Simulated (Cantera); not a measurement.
Cantera run, input and output.

```python
import numpy as np
import cantera as ct

gas = ct.Solution("gri30.yaml")
gas.TPX = 573, 170000, {'CO': 1, 'H2': 0.44, 'CH4': 1.3, 'O2': 6.04, 'N2': 22.7}
inlet = ct.Reservoir(gas, clone=True)
gas.equilibrate("HP")  # start burning
reactor = ct.IdealGasConstPressureReactor(gas, energy="on", clone=False)
exhaust = ct.Reservoir(gas, clone=True)
tau = [0.28, 0.13, 0.06, 0.028, 0.013, 0.006, 0.0028, 0.0013, 0.00061, 0.00028, 0.00013, 6.2e-05][0]
for a, b in ((inlet, reactor), (reactor, exhaust)):
    ct.MassFlowController(a, b, mdot=lambda t: reactor.mass / tau)
net = ct.ReactorNet([reactor])
show = ['CO', 'H2', 'CH4', 'CH2CO', 'NO', 'CH2O', 'HCO']

rows = []
print(f"{'tau/s':>10s}{'T/K':>9s}" + "".join(f"{s:>11s}" for s in show))
for tau in [0.28, 0.13, 0.06, 0.028, 0.013, 0.006, 0.0028, 0.0013, 0.00061, 0.00028, 0.00013, 6.2e-05]:
    net.initial_time = 0.0
    net.advance(30 * tau)
    before = gas.X
    net.advance(40 * tau)
    drift = np.max(np.abs(gas.X - before) / (gas.X + 1e-9))
    rows.append([gas.T, *gas[show].X, drift])
    print(f"{tau:10.3e}{gas.T:9.1f}" + "".join(f"{x:11.3e}" for x in gas[show].X))
```

It prints:

```
     tau/s      T/K         CO         H2        CH4      CH2CO         NO       CH2O        HCO
 2.800e-01   1850.9  1.727e-04  3.933e-05  2.284e-06  5.724e-11  5.771e-05  2.474e-07  2.181e-09
 1.300e-01   1849.4  2.665e-04  5.560e-05  4.073e-06  1.646e-10  3.971e-05  4.536e-07  4.730e-09
 6.000e-02   1846.7  4.307e-04  8.484e-05  6.956e-06  4.226e-10  3.049e-05  8.042e-07  1.039e-08
 2.800e-02   1842.4  7.042e-04  1.341e-04  1.146e-05  9.723e-10  2.528e-05  1.382e-06  2.274e-08
 1.300e-02   1835.7  1.161e-03  2.161e-04  1.868e-05  2.099e-09  2.143e-05  2.351e-06  5.030e-08
 6.000e-03   1825.2  1.919e-03  3.501e-04  3.049e-05  4.341e-09  1.781e-05  3.983e-06  1.121e-07
 2.800e-03   1809.1  3.131e-03  5.574e-04  4.978e-05  8.628e-09  1.442e-05  6.661e-06  2.467e-07
 1.300e-03   1784.4  5.082e-03  8.722e-04  8.328e-05  1.712e-08  1.155e-05  1.118e-05  5.423e-07
 6.100e-04   1747.8  8.145e-03  1.318e-03  1.445e-04  3.473e-08  9.332e-06  1.890e-05  1.168e-06
 2.800e-04   1690.8  1.332e-02  1.950e-03  2.791e-04  8.062e-08  7.147e-06  3.403e-05  2.542e-06
 1.300e-04   1600.3  2.259e-02  2.880e-03  6.695e-04  2.636e-07  4.129e-06  7.042e-05  5.445e-06
 6.200e-05    573.0  3.177e-02  1.398e-02  4.130e-02  4.526e-19  4.386e-20  4.609e-17  2.163e-24
```

Detailed kinetics in Cantera: GRI-Mech 3.0 (53 species, 325 reactions).
